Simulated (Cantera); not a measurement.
A Cantera script and its output.

```python
import numpy as np
import cantera as ct

gas = ct.Solution("gri30.yaml")


def delay(T, t_max=10):
    gas.TPX = T, 100000, {'CH4': 1, 'CO': 1.2, 'O2': 5.53, 'N2': 20.8, 'CO2': 1.4}
    reactor = ct.IdealGasReactor(gas, clone=False)
    net = ct.ReactorNet([reactor])
    net.rtol, net.atol = 1e-8, 1e-16
    while net.time < t_max:
        t_old, T_old = net.time, reactor.T
        net.step()
        if reactor.T > T + 400:  # ignition: a rise of 400 K
            return t_old + (T + 400 - T_old) / (reactor.T - T_old) * (net.time - t_old)
    return np.nan


taus = []
for T in [1098, 1148, 1198, 1248, 1298, 1348, 1398, 1448, 1498, 1548]:
    taus.append(delay(T))
    print(f"T0 = {T:6g} K   tau = {taus[-1]:.4e} s")
```

It prints:

```
T0 =   1098 K   tau = 1.5091e-01 s
T0 =   1148 K   tau = 6.5328e-02 s
T0 =   1198 K   tau = 2.9767e-02 s
T0 =   1248 K   tau = 1.4266e-02 s
T0 =   1298 K   tau = 7.2036e-03 s
T0 =   1348 K   tau = 3.8442e-03 s
T0 =   1398 K   tau = 2.1737e-03 s
T0 =   1448 K   tau = 1.3021e-03 s
T0 =   1498 K   tau = 8.2273e-04 s
T0 =   1548 K   tau = 5.4407e-04 s
```

Model: GRI-Mech 3.0 (53 species, 325 reactions), integrated in Cantera.
